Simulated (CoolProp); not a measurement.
Vapour-liquid equilibrium of R134a (1) + R142b (2) at -63.75 °C; x and y are mole fractions of (1).

Model: multi-fluid Helmholtz-energy mixture model, Tillner-Roth 1994 and Lemmon 2006; pair parameters Bell 2016, in CoolProp.

**Question.** Give the bubble pressure and the first vapour's composition at x = 0.05, 0.2, 0.8. Is there an azeotrope?

**Answer.** x = 0.05: 6.040 kPa, y = 0.131; x = 0.2: 7.474 kPa, y = 0.403; x = 0.8: 11.47 kPa, y = 0.880. No azeotrope shows between x = 0.05 and 0.95.

Pair parameters are fitted to limited data, so mixtures are less certain than the pure fluids.
